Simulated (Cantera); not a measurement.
Thermodynamics of carbothermic reduction, feed Fe₃O₄ + CH₄ + H₂

Input: 1 mol Fe₃O₄, 0.99 mol CH₄, 2 mol H₂, equilibrated at 20.0 Pa.

Cantera equilibrium calculation (NASA polynomials, part measured and part estimated; ideal gas, pure solids and liquids). Candidate condensed phases: C, C₆H₆, C₇H₈, C₈H₁₈, Fe, Fe(CO)₅, FeO, Fe(OH)₂, Fe(OH)₃, Fe₂O₃, Fe₃O₄, H₂O; 114 gas species. Mutual solubility and eutectic melting of coexisting phases are not modelled. The tables' stoichiometric FeO is somewhat more stable than real wüstite, so its field is too wide. FeO: taken at fixed stoichiometry. Equilibrium is a limit: real reactors are often held back by kinetics, nucleation or transport.

| T (K) | x H₂ | x Fe | x H₂O | x H | x CO | x CO₂ | x OH | x O | x O₂ | x FeO | n Fe(δ) | n FeO(l) |
|---|---|---|---|---|---|---|---|---|---|---|---|---|
| 1775 | 0.484 | 0.102 | 0.222 | 0.0142 | 0.158 | 0.0195 | 0.000407 | 9.34e-6 | 1.90e-6 | 0.000506 | 0.771 | 1.66 |
| 1825 | 0.421 | 0.208 | 0.193 | 0.0202 | 0.139 | 0.0162 | 0.000647 | 2.38e-5 | 4.81e-6 | 0.00120 | 0 | 1.67 |
| 1875 | 0.329 | 0.259 | 0.237 | 0.0266 | 0.123 | 0.0215 | 0.00149 | 9.14e-5 | 2.89e-5 | 0.00270 | 0 | 1.21 |
| 1925 | 0.241 | 0.307 | 0.276 | 0.0332 | 0.105 | 0.0280 | 0.00329 | 0.000338 | 0.000169 | 0.00582 | 0 | 0.674 |
| 1975 | 0.165 | 0.348 | 0.304 | 0.0393 | 0.0868 | 0.0356 | 0.00690 | 0.00121 | 0.000963 | 0.0120 | 0 | 0.0838 |
| 2025 | 0.153 | 0.348 | 0.296 | 0.0532 | 0.0846 | 0.0351 | 0.0108 | 0.00273 | 0.00227 | 0.0143 | 0 | 0 |
| 2075 | 0.149 | 0.341 | 0.279 | 0.0727 | 0.0847 | 0.0328 | 0.0156 | 0.00545 | 0.00438 | 0.0152 | 0 | 0 |
| 2125 | 0.145 | 0.332 | 0.256 | 0.0978 | 0.0848 | 0.0298 | 0.0214 | 0.0102 | 0.00769 | 0.0155 | 0 | 0 |
| 2175 | 0.141 | 0.320 | 0.225 | 0.130 | 0.0847 | 0.0261 | 0.0278 | 0.0179 | 0.0121 | 0.0150 | 0 | 0 |
| 2225 | 0.136 | 0.307 | 0.189 | 0.169 | 0.0841 | 0.0218 | 0.0340 | 0.0293 | 0.0172 | 0.0138 | 0 | 0 |
x: gas mole fraction; n: condensed amount in mol.

At 1775 K the condensed part is Fe(δ) + FeO(l). From 1825 K to 1975 K the condensed part is FeO(l). From 2025 K to 2225 K nothing is condensed. The main Fe-bearing gas is Fe throughout.
